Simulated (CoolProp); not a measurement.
Vapour-liquid equilibrium of trans-2-butene (1) + acetone (2) at 0.183 bar; x and y are mole fractions of (1).

Model: multi-fluid Helmholtz-energy mixture model, Lemmon 2005 and Lemmon 2006; pair parameters Bell 2016, in CoolProp.

Task: Give the bubble temperature and the first vapour's composition at x = 0.2, 0.575, 0.8. Is there an azeotrope?

Result: x = 0.2: -28.6 °C, y = 0.923; x = 0.575: -34.5 °C, y = 0.955; x = 0.8: -35.2 °C, y = 0.961. No azeotrope shows between x = 0.05 and 0.95.

The pair parameters rest on a limited set of measurements; away from them the model extrapolates. With so large a gap from Raoult's law the liquid may split in two, which this calculation doesn't test in full.
